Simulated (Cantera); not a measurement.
Input (Python, Cantera):

```python
import numpy as np
import cantera as ct

gas = ct.Solution("h2o2.yaml")
gas.TPX = 1500, 500000, {'H2': 1, 'O2': 1.43, 'N2': 5.37}
reactor = ct.IdealGasConstPressureReactor(gas, energy="on", clone=False)
net = ct.ReactorNet([reactor])
net.rtol, net.atol = 1e-08, 1e-16
show = ['H2', 'O2', 'HO2', 'O', 'H', 'OH', 'H2O2']
times = np.geomspace(3e-06, 0.2, 10)

steps = ct.SolutionArray(gas, extra=["t"])
rows = []
print(f"{'t/s':>10s}{'T/K':>9s}{'P/Pa':>11s}" + "".join(f"{s:>11s}" for s in show))
for t in times:
    while net.time < t:
        t_next = net.step()
        steps.append(gas.state, t=t_next)
    rows.append([np.interp(t, steps.t, y) for y in (steps.T, steps.P, *steps(*show).X.T)])
    print(f"{t:10.3e}{rows[-1][0]:9.1f}{rows[-1][1]:11.4g}" + "".join(f"{x:11.3e}" for x in rows[-1][2:]))
rate = np.gradient(steps.T, steps.t)
print("integrator steps:", len(steps.t))
if steps.T.max() > steps.T[0] + 200:
    print(f"time of steepest temperature rise: {steps.t[rate.argmax()]:.4e} s")
gas.TPX = 1500, 500000, {'H2': 1, 'O2': 1.43, 'N2': 5.37}
gas.equilibrate("HP")
print(f"equilibrium (HP): T = {gas.T:.1f} K  " + "  ".join(f"{s} {gas[s].X[0]:.3e}" for s in show))
```

Output:

```
       t/s      T/K       P/Pa         H2         O2        HO2          O          H         OH       H2O2
 3.000e-06   1600.3      5e+05  7.186e-02  1.541e-01  2.083e-04  9.397e-03  2.011e-02  8.202e-03  5.567e-06
 1.031e-05   2268.1      5e+05  2.724e-03  1.217e-01  2.301e-05  6.205e-03  1.808e-03  1.310e-02  6.725e-07
 3.541e-05   2356.5      5e+05  5.818e-04  1.250e-01  1.149e-05  1.314e-03  1.680e-04  6.688e-03  5.231e-07
 1.216e-04   2360.8      5e+05  4.924e-04  1.252e-01  1.141e-05  1.116e-03  1.315e-04  6.198e-03  5.406e-07
 4.179e-04   2360.8      5e+05  4.924e-04  1.252e-01  1.141e-05  1.116e-03  1.315e-04  6.198e-03  5.406e-07
 1.436e-03   2360.8      5e+05  4.924e-04  1.252e-01  1.141e-05  1.116e-03  1.315e-04  6.198e-03  5.406e-07
 4.932e-03   2360.8      5e+05  4.924e-04  1.252e-01  1.141e-05  1.116e-03  1.315e-04  6.198e-03  5.406e-07
 1.695e-02   2360.8      5e+05  4.924e-04  1.252e-01  1.141e-05  1.116e-03  1.315e-04  6.198e-03  5.406e-07
 5.822e-02   2360.8      5e+05  4.924e-04  1.252e-01  1.141e-05  1.116e-03  1.315e-04  6.198e-03  5.406e-07
 2.000e-01   2360.8      5e+05  4.924e-04  1.252e-01  1.141e-05  1.116e-03  1.315e-04  6.198e-03  5.406e-07
integrator steps: 1073
time of steepest temperature rise: 3.2225e-06 s
equilibrium (HP): T = 2360.8 K  H2 4.924e-04  O2 1.252e-01  HO2 1.141e-05  O 1.116e-03  H 1.315e-04  OH 6.198e-03  H2O2 5.406e-07
```

Cantera simulation using the H2/O2 subset of GRI-Mech 3.0, which has no nitrogen chemistry; the numbers are that mechanism's predictions, not measurements. The hydrogen kinetics of GRI-Mech 3.0 are dated; newer H2 mechanisms differ, most at raised pressure.
